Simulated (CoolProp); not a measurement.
Model: reference Helmholtz-energy equation of state, Zhou 2011, in CoolProp.

Problem. Give the vapour pressure (MPa), liquid density (kg/m³), enthalpy of vaporisation (kJ/kg), surface tension (mN/m) of saturated dimethyl carbonate at 61.15, 70.05, 74.45 °C.

Solution. 
```json
[
 {"T (°C)": "61.15", "p (MPa)": "0.0366", "liquid density (kg/m³)": "1010", "enthalpy of vaporisation (kJ/kg)": "395", "surface tension (mN/m)": "23.1"},
 {"T (°C)": "70.05", "p (MPa)": "0.0511", "liquid density (kg/m³)": "1000", "enthalpy of vaporisation (kJ/kg)": "389", "surface tension (mN/m)": "21.8"},
 {"T (°C)": "74.45", "p (MPa)": "0.0599", "liquid density (kg/m³)": "996", "enthalpy of vaporisation (kJ/kg)": "386", "surface tension (mN/m)": "21.2"}
]
```

Surface tension comes from a separate correlation (Mulero 2014).
